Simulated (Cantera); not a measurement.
## Thermodynamics of aluminium nitride and oxide growth, feed AlCl3 + O2 + N2

Feed: 1 mol AlCl3, 27 mol O2, 4 mol N2, equilibrated at 75.0 Torr.

Cantera equilibrium calculation (NASA polynomials, part measured and part estimated; ideal gas, pure solids and liquids). Candidate condensed phases: Al, AlCl3, AlN, Al2O3; 24 gas species. Condensed phases not in the tables: AlOCl. Kinetics and transport are ignored.

| T (K) | log p O2 | log p N2 | log p Cl | log p Cl2 | log p NO | n Al2O3(s) |
|---|---|---|---|---|---|---|
| 825 | -1.08 | -1.90 | -5.95 | -2.33 | -6.62 | 0.500 |
| 925 | -1.08 | -1.90 | -5.10 | -2.33 | -5.99 | 0.500 |
| 1025 | -1.08 | -1.90 | -4.42 | -2.33 | -5.49 | 0.500 |
| 1125 | -1.08 | -1.90 | -3.85 | -2.33 | -5.07 | 0.500 |
| 1225 | -1.08 | -1.90 | -3.39 | -2.35 | -4.73 | 0.500 |
| 1325 | -1.08 | -1.90 | -3.00 | -2.38 | -4.44 | 0.500 |
| 1425 | -1.09 | -1.91 | -2.68 | -2.44 | -4.19 | 0.500 |
| 1525 | -1.09 | -1.91 | -2.44 | -2.55 | -3.97 | 0.500 |
| 1625 | -1.10 | -1.91 | -2.26 | -2.73 | -3.78 | 0.500 |
| 1725 | -1.10 | -1.92 | -2.15 | -2.99 | -3.62 | 0.500 |
| 1825 | -1.10 | -1.92 | -2.10 | -3.29 | -3.47 | 0.500 |
| 1925 | -1.10 | -1.93 | -2.07 | -3.62 | -3.33 | 0.500 |
| 2025 | -1.10 | -1.93 | -2.06 | -3.93 | -3.21 | 0.500 |
| 2125 | -1.11 | -1.93 | -2.05 | -4.23 | -3.11 | 0.500 |
log p: log10 of the partial pressure in bar; n: condensed amount in mol.

From 825 K to 2125 K the condensed part is Al2O3(s).
